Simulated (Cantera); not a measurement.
Feed: 1 mol Cu₂O, 0.5 mol C, 0.18 mol H₂, at 13300 Pa.

Method: chemical equilibrium by Gibbs-energy minimisation in Cantera with the NASA 1993 tables (ideal gas, pure condensed phases). Candidate condensed phases: C, C₆H₆, C₇H₈, C₈H₁₈, Cu, CuO, Cu(OH)₂, Cu₂O, H₂O; 113 gas species. Equilibrium is a limit: real reactors are often held back by kinetics, nucleation or transport.

Task: Which condensed phases are stable at each of these points (T (°C)): 700, 800, 900, 1000, 1100, 1200, 1300?

Result: 
```json
[
 {"T (°C)": "700", "condensed phases": "Cu(s)", "Cu condensed (%)": "100.0"},
 {"T (°C)": "800", "condensed phases": "Cu(s)", "Cu condensed (%)": "100.0"},
 {"T (°C)": "900", "condensed phases": "Cu(s)", "Cu condensed (%)": "100.0"},
 {"T (°C)": "1000", "condensed phases": "Cu(s)", "Cu condensed (%)": "100.0"},
 {"T (°C)": "1100", "condensed phases": "Cu(l)", "Cu condensed (%)": "100.0"},
 {"T (°C)": "1200", "condensed phases": "Cu(l)", "Cu condensed (%)": "100.0"},
 {"T (°C)": "1300", "condensed phases": "Cu(l)", "Cu condensed (%)": "100.0"}
]
```

From 700 °C to 1000 °C the condensed part is Cu(s). From 1100 °C to 1300 °C the condensed part is Cu(l).
